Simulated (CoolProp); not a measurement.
Vapour-liquid equilibrium of n-butane (1) + trans-2-butene (2) at 1.34 MPa; x and y are mole fractions of (1).

Values from CoolProp's multi-fluid Helmholtz-energy mixture model, Bücker 2006 and Lemmon 2005; pair parameters Bell 2016.

```csv
x,"bubble temperature, mixture model (K)","bubble temperature, Raoult's law (K)","y, mixture model","y, Raoult's law"
0.05,367.1,367.2,0.052,0.051
0.125,366.9,367.2,0.129,0.127
0.2,366.7,367.1,0.205,0.202
0.275,366.6,367.1,0.280,0.278
0.35,366.4,367.0,0.354,0.353
0.425,366.4,367.0,0.428,0.428
0.5,366.3,366.9,0.501,0.503
0.575,366.3,366.9,0.575,0.578
0.65,366.3,366.8,0.649,0.653
0.725,366.3,366.8,0.724,0.728
0.8,366.4,366.7,0.798,0.802
0.875,366.5,366.7,0.874,0.877
0.95,366.5,366.6,0.949,0.951
```

The largest gap from Raoult's law is -0.6 K in bubble temperature, at x = 0.425. y crosses x between x = 0.575 and 0.65: the model has an azeotrope there.

Pair parameters are fitted to limited data, so mixtures are less certain than the pure fluids.
